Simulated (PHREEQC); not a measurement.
Consider water at 25 °C with 0.012 mol/kgw (CH3)4NF and 0.0065 mol/kgw NH4Br. Closed to the air; pH follows from the charge balance.

Equilibrium calculation in PHREEQC: ion-association model, phreeqc.dat.

No solid was allowed to form.

**Question.** What pH does the model give?

**Answer.** pH 6.37.

Species that the database lacks are ignored. (CH3)4N+ isn't in the database: it is added as a free cation with an ion size of 4 Å.
